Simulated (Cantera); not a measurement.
An adiabatic, constant-volume homogeneous reactor starts with C2H4 : O2 : N2 : H2O = 1 : 2 : 7.52 : 2.9 (molar parts), at 1423 K and 720 Torr. Integrator tolerance rtol = 1e-08.

Detailed kinetics in Cantera: GRI-Mech 3.0 (53 species, 325 reactions). GRI-Mech 3.0 was tuned for natural gas; its chemistry of ethylene as a main component is partial and can be far from experiment.

**Question.** What does this change do: constant pressure in place of constant volume?

**Answer.** 
| quantity | before | after |
|---|---|---|
| time of steepest temperature rise | 41.8 µs | 46.6 µs |
| temperature at 0.300 s | 2767 K | 2582 K |
| equilibrium temperature | 2767 K | 2582 K |
| x(C2H4) at 0.300 s | <1e-12 (gas-phase equilibrium <1e-12) | <1e-12 (gas-phase equilibrium <1e-12) |
| x(O2) at 0.300 s | 0.00303 (gas-phase equilibrium 0.00303) | 0.00153 (gas-phase equilibrium 0.00153) |
| x(H2O) at 0.300 s | 0.257 (gas-phase equilibrium 0.257) | 0.266 (gas-phase equilibrium 0.266) |
| x(HO2) at 0.300 s | 2.14e-6 (gas-phase equilibrium 2.14e-6) | 7.07e-7 (gas-phase equilibrium 7.07e-7) |
| x(H) at 0.300 s | 0.0128 (gas-phase equilibrium 0.0128) | 0.00907 (gas-phase equilibrium 0.00907) |
| x(NO) at 0.300 s | 0.00340 (gas-phase equilibrium 0.00340) | 0.00183 (gas-phase equilibrium 0.00183) |

**Question.** What does this change do: O2 2 to 1.6 parts?

**Answer.** 
| quantity | before | after |
|---|---|---|
| time of steepest temperature rise | 41.8 µs | 46.6 µs |
| temperature at 0.300 s | 2767 K | 2596 K |
| equilibrium temperature | 2767 K | 2596 K |
| x(C2H4) at 0.300 s | <1e-12 (gas-phase equilibrium <1e-12) | <1e-12 (gas-phase equilibrium <1e-12) |
| x(O2) at 0.300 s | 0.00303 (gas-phase equilibrium 0.00303) | 0.000288 (gas-phase equilibrium 0.000288) |
| x(H2O) at 0.300 s | 0.257 (gas-phase equilibrium 0.257) | 0.237 (gas-phase equilibrium 0.237) |
| x(HO2) at 0.300 s | 2.14e-6 (gas-phase equilibrium 2.14e-6) | 2.36e-7 (gas-phase equilibrium 2.36e-7) |
| x(H) at 0.300 s | 0.0128 (gas-phase equilibrium 0.0128) | 0.00834 (gas-phase equilibrium 0.00834) |
| x(NO) at 0.300 s | 0.00340 (gas-phase equilibrium 0.00340) | 0.000814 (gas-phase equilibrium 0.000814) |
